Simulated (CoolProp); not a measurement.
Vapour-liquid equilibrium of carbon dioxide (1) + ethane (2) at 227 K; x and y are mole fractions of (1).

Values from CoolProp's multi-fluid Helmholtz-energy mixture model, Span 1996 and Bücker 2006; pair parameters Kunz 2012.

```csv
x,bubble pressure (bar),y at the bubble point,dew pressure at overall composition x (bar),liquid density (mol/L)
0.05,7.032,0.131,6.576,16.36
0.125,7.934,0.272,6.994,16.68
0.2,8.645,0.370,7.453,17.04
0.275,9.184,0.442,7.956,17.44
0.35,9.572,0.496,8.498,17.90
0.425,9.837,0.540,9.060,18.42
0.5,10.00,0.576,9.596,19.02
0.575,10.09,0.607,10.000,19.71
0.65,10.10,0.637,10.09,20.50
0.725,10.04,0.670,9.800,21.40
0.8,9.879,0.710,9.322,22.43
0.875,9.528,0.769,8.796,23.60
0.95,8.809,0.873,8.281,24.93
```

y crosses x between x = 0.575 and 0.65: the model has an azeotrope there.

The pair parameters rest on a limited set of measurements; away from them the model extrapolates.
